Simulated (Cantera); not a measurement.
Cantera with NASA thermochemical tables; ideal gases at 1 bar, condensed phases pure. Values are per mole of reaction as written; species without (g) are pure solids or liquids, kept so even where they would boil at 1 bar.

Li₂O + H(g) → OH(g) + 2 Li(g)

```tsv
T (K)	ΔH° (kJ)	ΔS° (J/K)	ΔG° (kJ)	log10 K	condensed phases
300	738.6	308.6	646.1	-112.48	Li₂O(s)
1298	710.5	273.9	355.0	-14.28	Li₂O(s)
1373	?	?	?	?	Li₂O(s)
1448	704.3	269.4	314.2	-11.33	Li₂O(s)
1523	?	?	?	?	Li₂O(s)
1598	697.9	265.2	274.1	-8.96	Li₂O(s)
1673	?	?	?	?	Li₂O(s)
1748	691.3	261.2	234.7	-7.01	Li₂O(s)
1823	?	?	?	?	Li₂O(s)
1898	626.0	225.8	197.5	-5.44	Li₂O(l)
1973	622.6	224.0	180.6	-4.78	Li₂O(l)
2048	619.3	222.4	163.9	-4.18	Li₂O(l)
```

Fill in the missing entries.


- 1373, ΔH° (kJ): 707.4
- 1373, ΔS° (J/K): 271.6
- 1373, ΔG° (kJ): 334.5
- 1373, log10 K: -12.73
- 1523, ΔH° (kJ): 701.1
- 1523, ΔS° (J/K): 267.2
- 1523, ΔG° (kJ): 294.1
- 1523, log10 K: -10.09
- 1673, ΔH° (kJ): 694.6
- 1673, ΔS° (J/K): 263.2
- 1673, ΔG° (kJ): 254.3
- 1673, log10 K: -7.94
- 1823, ΔH° (kJ): 688.0
- 1823, ΔS° (J/K): 259.4
- 1823, ΔG° (kJ): 215.1
- 1823, log10 K: -6.16
